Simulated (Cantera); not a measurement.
Pyrogenic steam for wet oxidation

An isothermal, constant-pressure homogeneous reactor starts with 76.9 % H₂, 9.62 % O₂, 13.5 % N₂, equivalence ratio 4.0, at 1125 K and 0.250 bar.

Detailed kinetics in Cantera: the H2/O2 subset of GRI-Mech 3.0, which has no nitrogen chemistry. The temperature is held fixed by assumption; the heat of reaction is taken as removed at once.

```
t (s)      x H₂      x O₂    x H₂O₂      x OH       x H    x H₂O
--------  -----  --------  --------  --------  --------  -------
0.000100  0.769    0.0962   1.48e-9   1.30e-8   8.79e-7  9.48e-7
0.000359  0.571    0.0183   5.42e-8  0.000702     0.113    0.158
0.00129   0.620   2.86e-7  8.99e-10   3.98e-5    0.0225    0.210
0.00464   0.634   1.60e-8  2.08e-10   9.40e-6   0.00539    0.212
0.0167    0.637   1.25e-9  5.27e-11   2.50e-6   0.00144    0.213
0.0599    0.638  1.23e-10  1.24e-11   6.85e-7  0.000394    0.213
0.215     0.638  1.41e-11  2.26e-12   1.90e-7  0.000109    0.213
0.774     0.638  1.46e-12    <1e-12   5.28e-8   3.04e-5    0.213
2.78      0.638    <1e-12    <1e-12   1.47e-8   8.45e-6    0.213
10.0      0.638    <1e-12    <1e-12   4.08e-9   2.35e-6    0.213
```
x: mole fraction; the columns are a selection and need not sum to one.

Equilibrium at this temperature and pressure: H₂ 0.638, O₂ <1e-12, H₂O₂ <1e-12, OH 1.24e-10, H 7.15e-8, H₂O 0.213 (gas phase only).
